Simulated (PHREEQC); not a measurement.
Solution (40 °C): 1.9 mol/kgw HNO3, 0.053 mol/kgw CuSO4 and 0.058 mol/kgw MnSO4. Closed to the air; pH follows from the charge balance.

Model: ion-association model, wateq4f.dat, run in PHREEQC.

Each row changes one thing in this solution. No solid was allowed to form.

```
case                                              pH  ionic strength (mol/kgw)  HSO4- (mol/kgw)  Mn+2 (mol/kgw)  Mn(NO3)2 (mol/kgw)  SO4-2 (mol/kgw)
---------------------------------------------  -----  ------------------------  ---------------  --------------  ------------------  ---------------
as made                                        -0.11                      2.08            0.107          0.0434              0.0143          0.00329
CuSO4 replaced by NaHSO4 at the same molality  -0.12                      2.03            0.107          0.0431              0.0146          0.00317
MnSO4 from 0.058 to 0.029 mol/kgw              -0.12                      2.05           0.0792          0.0215             0.00733          0.00238
temperature from 40 to 5 °C                    -0.12                      2.08            0.104          0.0408              0.0168          0.00615
temperature from 40 to 20 °C                   -0.12                      2.08            0.105          0.0419              0.0158          0.00482
diluted 10-fold with water                      0.85                     0.214          0.00958         0.00556            0.000107          0.00127
0.02 mol/kgw Ca(OH)2 added                     -0.10                      2.10            0.103          0.0434              0.0142          0.00326
```

The ionic strength passes 0.7 mol/kgw, the rough limit of the ion-association models, in as made; CuSO4 replaced by NaHSO4 at the same molality; MnSO4 from 0.058 to 0.029 mol/kgw; temperature from 40 to 5 °C; temperature from 40 to 20 °C; 0.02 mol/kgw Ca(OH)2 added. Away from 25 °C the constants follow the database's enthalpies or fits; those with neither stay at their 25 °C values.
